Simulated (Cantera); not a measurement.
A freely propagating, adiabatic, planar premixed flame of 17.4 % H₂, 17.4 % O₂, 65.3 % N₂, equivalence ratio 0.50, unburnt at 673 K and 1.01 bar; multicomponent transport, grid criteria slope 0.08 and curve 0.16, no radiation.

Computed with Cantera and the H2/O2 subset of GRI-Mech 3.0, which has no nitrogen chemistry. Burning velocities carry a grid error of a few per cent, more on coarse grids. Lean hydrogen flames are cellular in practice and burn faster than this planar one.

**Question.** Predict: laminar burning velocity; thermal thickness; peak x(HO₂); peak x(H); peak x(OH).

**Answer.** 
```json
{
  "laminar_burning_velocity": "454 cm/s",
  "thermal_thickness": "0.436 mm",
  "peak x(HO₂)": "0.000252",
  "peak x(H)": "0.0164",
  "peak x(OH)": "0.00976"
}
```
